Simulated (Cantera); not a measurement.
Standard-state values (1 bar) from the NASA 1993 polynomials, evaluated with Cantera. Values are per mole of reaction as written; species without (g) are pure solids or liquids, kept so even where they would boil at 1 bar.

V + O2(g) → VO2(g)

| T (K) | ΔH° (kJ) | ΔS° (J/K) | ΔG° (kJ) | log10 K |
|---|---|---|---|---|
| 300 | -232.7 | 31.1 | -242.0 | 42.13 |
| 400 | -233.6 | 28.4 | -245.0 | 31.99 |
| 475 | -234.2 | 26.9 | -247.0 | 27.16 |
| 550 | -234.8 | 25.8 | -249.0 | 23.65 |
| 625 | -235.4 | 24.9 | -250.9 | 20.97 |
| 700 | -235.9 | 24.0 | -252.7 | 18.86 |
| 775 | ___ | ___ | ___ | ___ |
| 850 | -237.1 | 22.5 | -256.2 | 15.75 |
| 925 | -237.7 | 21.8 | -257.9 | 14.56 |
| 1000 | -238.4 | 21.1 | -259.5 | 13.55 |
| 1075 | -239.1 | 20.4 | -261.0 | 12.68 |
| 1150 | ___ | ___ | ___ | ___ |

Question: Fill in the missing entries.

Answer: 
- 775, ΔH° (kJ): -236.5
- 775, ΔS° (J/K): 23.3
- 775, ΔG° (kJ): -254.5
- 775, log10 K: 17.15
- 1150, ΔH° (kJ): -239.9
- 1150, ΔS° (J/K): 19.7
- 1150, ΔG° (kJ): -262.6
- 1150, log10 K: 11.93
